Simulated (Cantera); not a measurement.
**Stirred combustor or abatement burner**

A perfectly stirred reactor is fed with CO : H2 : CH4 : O2 : N2 = 1 : 0.077 : 0.038 : 0.439 : 1.65 (molar parts), at 0.217 atm; it is adiabatic with a 400 K inlet, and is followed from long to short residence time, starting on the burning branch (τ in s: 0.33, 0.13, 0.052, 0.021, 0.0082, 0.0033, 0.0013, 0.00052, 0.00021, 8.2e-05, 3.3e-05, 1.3e-05).

Cantera simulation using GRI-Mech 3.0 (53 species, 325 reactions); the numbers are that mechanism's predictions, not measurements.

| τ (s) | T (K) | x CO | x H2 | x CH4 | x CO2 | x HO2 | x O2 |
|---|---|---|---|---|---|---|---|
| 0.33 | 2282 | 0.136 | 0.00485 | 2.70e-7 | 0.225 | 2.90e-7 | 0.00710 |
| 0.13 | 2211 | 0.142 | 0.00526 | 5.12e-7 | 0.217 | 3.64e-7 | 0.0106 |
| 0.052 | 2106 | 0.150 | 0.00586 | 9.60e-7 | 0.205 | 5.23e-7 | 0.0153 |
| 0.021 | 1976 | 0.158 | 0.00655 | 1.90e-6 | 0.193 | 8.12e-7 | 0.0201 |
| 0.0082 | 1821 | 0.165 | 0.00712 | 4.28e-6 | 0.182 | 1.24e-6 | 0.0245 |
| 0.0033 | 1658 | 0.169 | 0.00725 | 1.06e-5 | 0.174 | 1.78e-6 | 0.0280 |
| 0.0013 | 1481 | 0.175 | 0.00676 | 3.29e-5 | 0.163 | 2.64e-6 | 0.0328 |
| 0.00052 | 1267 | 0.209 | 0.00691 | 0.000189 | 0.124 | 6.02e-6 | 0.0522 |
| 0.00021 | 400 | 0.312 | 0.0240 | 0.0119 | <1e-12 | <1e-12 | 0.137 |
| 8.2e-5 | 400 | 0.312 | 0.0240 | 0.0119 | <1e-12 | <1e-12 | 0.137 |
| 3.3e-5 | 400 | 0.312 | 0.0240 | 0.0119 | <1e-12 | <1e-12 | 0.137 |
| 1.3e-5 | 400 | 0.312 | 0.0240 | 0.0119 | <1e-12 | <1e-12 | 0.137 |
x: mole fraction; the columns are a selection and need not sum to one.
